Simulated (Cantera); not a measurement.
Standard-state values (1 bar) from the NASA 1993 polynomials, evaluated with Cantera. Values are per mole of reaction as written; species without (g) are pure solids or liquids, kept so even where they would boil at 1 bar.

4 PH3(g) + 8 O2(g) ⇌ 6 H2O(g) + P4O10

```
T (K)  ΔH° (kJ)  ΔS° (J/K)  ΔG° (kJ)  log10 K
-----  --------  ---------  --------  -------
300     -4482.6    -1120.4   -4146.5   721.95
500     -4471.4    -1092.8   -3925.0   410.03
525     -4469.4    -1088.9   -3897.7   387.80
550     -4467.3    -1085.0   -3870.6   367.59
575         ___        ___       ___      ___
600     -4462.8    -1077.2   -3816.5   332.25
625         ___        ___       ___      ___
650     -4457.9    -1069.4   -3762.8   302.38
675     -4455.3    -1065.5   -3736.1   289.12
```

Task: Fill in the missing entries.

Result: 
- 575, ΔH° (kJ): -4465.1
- 575, ΔS° (J/K): -1081.1
- 575, ΔG° (kJ): -3843.5
- 575, log10 K: 349.14
- 625, ΔH° (kJ): -4460.4
- 625, ΔS° (J/K): -1073.3
- 625, ΔG° (kJ): -3789.6
- 625, log10 K: 316.71
